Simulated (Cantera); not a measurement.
A perfectly stirred reactor is fed with 18.2 % H2, 11.4 % O2, 70.5 % N2, equivalence ratio 0.80, at 0.987 atm; it is held at 1325 K, and followed from long to short residence time.

Cantera simulation using the H2/O2 subset of GRI-Mech 3.0, which has no nitrogen chemistry; the numbers are that mechanism's predictions, not measurements. The temperature is held fixed by assumption; the heat of reaction is taken as removed at once.

### Question
Predict: x(H2) at τ = 0.960 s; x(O2) at τ = 0.960 s; x(H) at τ = 0.960 s; x(HO2) at τ = 0.960 s; x(H2O) at τ = 0.960 s; x(H2) at τ = 13.0 ms; x(O2) at τ = 13.0 ms; x(H) at τ = 13.0 ms; x(HO2) at τ = 13.0 ms; x(H2O) at τ = 13.0 ms.

### Answer
```json
{
 "x(H2) at τ = 0.960 s": "0.000110",
 "x(O2) at τ = 0.960 s": "0.0250",
 "x(H) at τ = 0.960 s": "3.84e-6",
 "x(HO2) at τ = 0.960 s": "2.40e-6",
 "x(H2O) at τ = 0.960 s": "0.200",
 "x(H2) at τ = 13.0 ms": "0.00180",
 "x(O2) at τ = 13.0 ms": "0.0256",
 "x(H) at τ = 13.0 ms": "0.000270",
 "x(HO2) at τ = 13.0 ms": "1.63e-5",
 "x(H2O) at τ = 13.0 ms": "0.197"
}
```
